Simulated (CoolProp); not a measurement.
The fluid at 293.15 K and 6.16 MPa expands adiabatically to 0.437 MPa with isentropic efficiency 1. The same conditions are run with several fluids, on thermodynamics alone (safety and materials aside).

The numbers come from the reference Helmholtz-energy equation of state of each fluid (fluorine: de Reuck 1990; dry air: Lemmon 2000; methane: Setzmann 1991; nitrogen: Span 2000; C2F6 (R116): Lemmon 2006) in CoolProp. Blends and air are pseudo-pure fits.

Task: Rank fluorine, dry air, methane, nitrogen, C2F6 (R116) by work (kJ/kg), highest first.

Result: methane (262), nitrogen (155), dry air (149), fluorine (116), C2F6 (R116) (13.2)

| fluid | final temperature (K) | final phase | final density (kg/m³) |
|---|---|---|---|
| fluorine | 138.2 | gas | 14.9 |
| dry air | 134.8 | gas | 11.7 |
| methane | 146.6 | gas | 6.20 |
| nitrogen | 135.0 | gas | 11.3 |
| C2F6 (R116) | 227.4 | two-phase, vapour fraction 0.608 | 59.0 |
